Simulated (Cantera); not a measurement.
Cantera run, input and output.

```python
import numpy as np
import cantera as ct

gas = ct.Solution("gri30.yaml")


def delay(T, t_max=10):
    gas.TPX = T, 42000, {'CH4': 1, 'O2': 2.56, 'N2': 9.64}
    reactor = ct.IdealGasConstPressureReactor(gas, clone=False)
    net = ct.ReactorNet([reactor])
    net.rtol, net.atol = 1e-8, 1e-16
    while net.time < t_max:
        t_old, T_old = net.time, reactor.T
        net.step()
        if reactor.T > T + 400:  # ignition: a rise of 400 K
            return t_old + (T + 400 - T_old) / (reactor.T - T_old) * (net.time - t_old)
    return np.nan


taus = []
for T in [1200, 1250, 1300, 1350, 1400, 1450, 1500, 1550]:
    taus.append(delay(T))
    print(f"T0 = {T:6g} K   tau = {taus[-1]:.4e} s")
```

Output:

```
T0 =   1200 K   tau = 8.1264e-02 s
T0 =   1250 K   tau = 3.9378e-02 s
T0 =   1300 K   tau = 1.9941e-02 s
T0 =   1350 K   tau = 1.0571e-02 s
T0 =   1400 K   tau = 5.8822e-03 s
T0 =   1450 K   tau = 3.4427e-03 s
T0 =   1500 K   tau = 2.1177e-03 s
T0 =   1550 K   tau = 1.3636e-03 s
```

Computed with Cantera and GRI-Mech 3.0 (53 species, 325 reactions).
